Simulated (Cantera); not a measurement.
Cantera run:

```python
import numpy as np
import cantera as ct

gas_names = """
    N N2 Pb Pb2
""".split()
cond_names = """
    Pb(cr) Pb(L)
""".split()


# ... load() reads the species with a 1 bar reference pressure and builds the phases ...
atoms = {
    'Pb': {'Pb': 1},
    'N2': {'N': 2},
}
top_T = {}  # K; cautious upper limits of use, not melting points


# ... equilibrate(T, P, feed) seeds the gas with the atoms and calls Mixture.equilibrate('TP', solver="vcs", rtol=1e-11, max_steps=5000) ...
results = []
feed = {'Pb': 1, 'N2': 17}  # mol
P = 4800  # Pa
for T in [1173, 1198, 1223, 1248, 1273, 1298, 1323, 1348, 1373, 1398, 1423]:
    mix = equilibrate(T, P, feed)
    results.append((T, P, feed, dict(zip(mix.species_names, mix.species_moles))))

top = {s: max(r[3][s] / sum(r[3][g] for g in gas_names) for r in results) for s in gas_names}
cols = sorted((s for s in top if top[s] > 0.0001), key=lambda s: -top[s])[:6]
seen = [c for c in cond_names if any(r[3].get(c, 0) > 1e-12 for r in results)]
print("log10 of partial pressures in bar; condensed amounts in mol")
print(f"{'T/K':>10s}" + "".join(f"{s[:9]:>10s}" for s in cols + seen))
for T, P, feed, n in results:
    ng = sum(n[g] for g in gas_names)
    print(f"{T:10.4g}" + "".join(f"{np.log10(max(n[s] / ng * P / 1e5, 1e-99)):10.3f}" for s in cols)
          + "".join(f"{n.get(c, 0):10.4g}" for c in seen))
```

Result:

```
log10 of partial pressures in bar; condensed amounts in mol
       T/K        N2        Pb     Pb(L)
      1173    -1.323    -3.375    0.8493
      1198    -1.324    -3.205    0.7762
      1223    -1.327    -3.042    0.6724
      1248    -1.331    -2.886    0.5267
      1273    -1.336    -2.736    0.3239
      1298    -1.343    -2.592   0.04323
      1323    -1.344    -2.574         0
      1348    -1.344    -2.574         0
      1373    -1.344    -2.574         0
      1398    -1.344    -2.574         0
      1423    -1.344    -2.574         0
```

Method: chemical equilibrium by Gibbs-energy minimisation in Cantera with the NASA 1993 tables (ideal gas, pure condensed phases).
